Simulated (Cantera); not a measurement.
Source: NASA polynomial tables (part measured, part estimated), evaluated in Cantera. Values are per mole of reaction as written; species without (g) are pure solids or liquids, kept so even where they would boil at 1 bar.

Problem. Between 300 and 2998 K, where is each reaction favourable under standard conditions?
- 2 Nb2O5 + 5 N2(g) ⇌ 10 NO(g) + 4 Nb

Solution. 
- 2 Nb2O5 + 5 N2(g) ⇌ 10 NO(g) + 4 Nb: ΔG° is 4406 kJ at 300 K and 2028 kJ at 2998 K; it stays positive (K < 1). ΔH° is 4343 kJ and ΔS° 772 J/K at 2998 K.
